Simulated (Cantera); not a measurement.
Input: 1 mol Si, 0.72 mol N2O, 760 mol H2, 0.015 mol O2, held at 100 Torr.

Cantera equilibrium calculation (NASA polynomials, part measured and part estimated; ideal gas, pure solids and liquids). Candidate condensed phases: H2O, Si, SiO2, Si2N2O, Si3N4; 35 gas species. Mutual solubility and eutectic melting of coexisting phases are not modelled. The tables hold silica as quartz up to 1696 K and as liquid above; real silica turns to tridymite and cristobalite and melts near 1996 K. Gases not in the tables: Si2H6 and higher silanes. The numbers say what is thermodynamically allowed, not how fast it happens.

log p: log10 of the partial pressure in bar; n: condensed amount in mol.

```
T (°C)  log p H2  log p H  log p SiO  log p N2  log p Si  log p SiH2  log p H2O  n SiO2(β-quartz)  n Si2N2O(s)  n Si(s)  n Si(l)
------  --------  -------  ---------  --------  --------  ----------  ---------  ----------------  -----------  -------  -------
1050       -0.88    -6.24      -6.57     -4.28      <-12      -11.21      -5.60             0.157        0.421        0        0
1100       -0.88      [?]        [?]     -4.28       [?]         [?]      -5.54             0.153        0.419        0        0
1150       -0.88    -5.62      -5.18     -4.27    -11.31       -9.65      -5.49             0.142        0.410        0        0
1200       -0.88    -5.34      -4.57     -4.22    -10.39       -8.98      -5.42             0.101        0.372        0        0
1250       -0.88    -5.07      -4.09     -4.10     -9.50       -8.33      -5.48                 0        0.269        0        0
1300       -0.88    -4.83      -4.06     -4.09     -8.17       -7.22      -6.45                 0        0.252        0        0
1350       -0.88    -4.60      -4.05     -4.08     -6.89       -6.15      -7.41                 0        0.245        0        0
1400       -0.88    -4.38      -3.88     -3.90     -6.38       -5.83      -7.46                 0            0    0.238        0
1450       -0.88      [?]      -3.88     -3.90       [?]         [?]        [?]                 0            0        0    0.228
1500       -0.88    -3.98      -3.88     -3.90     -5.67       -5.48      -7.63                 0            0        0    0.213
1550       -0.88    -3.80      -3.88     -3.90     -5.35       -5.33      -7.70                 0            0        0    0.187
1600       -0.88    -3.63      -3.88     -3.90     -5.05       -5.19      -7.77                 0            0        0    0.143
```

**Question.** Complete the blanks.

**Answer.** 
- 1450, log p H: -4.18
- 1450, log p Si: -6.01
- 1450, log p SiH2: -5.65
- 1450, log p H2O: -7.55
- 1100, log p H: -5.92
- 1100, log p SiO: -5.85
- 1100, log p Si: -12.33
- 1100, log p SiH2: -10.40
